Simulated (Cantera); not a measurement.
What does this Cantera script print?

```python
import numpy as np
import cantera as ct

gas_names = """
    H H2 Si SiH SiH2 SiH3 SiH4 Si2 Si3
""".split()
cond_names = """
    Si(cr) Si(L)
""".split()


# ... load() reads the species with a 1 bar reference pressure and builds the phases ...
atoms = {
    'Si': {'Si': 1},
    'H2': {'H': 2},
}
top_T = {}  # K; cautious upper limits of use, not melting points


# ... equilibrate(T, P, feed) seeds the gas with the atoms and calls Mixture.equilibrate('TP', solver="vcs", rtol=1e-11, max_steps=5000) ...
results = []
feed = {'Si': 1, 'H2': 6.8}  # mol
P = 39000  # Pa
for T in [573, 723, 873, 1023, 1173, 1323, 1473, 1623, 1773]:
    mix = equilibrate(T, P, feed)
    results.append((T, P, feed, dict(zip(mix.species_names, mix.species_moles))))
    x = sorted(zip(gas.X, gas.species_names), reverse=True)
    print(f"T = {T:g} K  P = {P:g} Pa  gas = {mix.phase_moles(0):.4g} mol")
    print("   x: " + "  ".join(f"{s} {v:.3e}" for v, s in x if v > 0.001))
    print("   condensed (mol): " + ("  ".join(f"{mix.phase(i).name} {mix.phase_moles(i):.4g}"
          for i in range(1, mix.n_phases) if mix.phase_moles(i) > 1e-12) or "none"))
```

Result:

```
T = 573 K  P = 39000 Pa  gas = 6.8 mol
   x: H2 1.000e+00
   condensed (mol): Si(cr) 1
T = 723 K  P = 39000 Pa  gas = 6.8 mol
   x: H2 1.000e+00
   condensed (mol): Si(cr) 1
T = 873 K  P = 39000 Pa  gas = 6.8 mol
   x: H2 1.000e+00
   condensed (mol): Si(cr) 1
T = 1023 K  P = 39000 Pa  gas = 6.8 mol
   x: H2 1.000e+00
   condensed (mol): Si(cr) 1
T = 1173 K  P = 39000 Pa  gas = 6.8 mol
   x: H2 1.000e+00
   condensed (mol): Si(cr) 1
T = 1323 K  P = 39000 Pa  gas = 6.8 mol
   x: H2 1.000e+00
   condensed (mol): Si(cr) 1
T = 1473 K  P = 39000 Pa  gas = 6.8 mol
   x: H2 1.000e+00
   condensed (mol): Si(cr) 1
T = 1623 K  P = 39000 Pa  gas = 6.8 mol
   x: H2 9.999e-01
   condensed (mol): Si(cr) 0.9999
T = 1773 K  P = 39000 Pa  gas = 6.802 mol
   x: H2 9.995e-01
   condensed (mol): Si(L) 0.9998
```

Method: chemical equilibrium by Gibbs-energy minimisation in Cantera with the NASA 1993 tables (ideal gas, pure condensed phases). Gases not in the tables: Si2H6 and higher silanes.
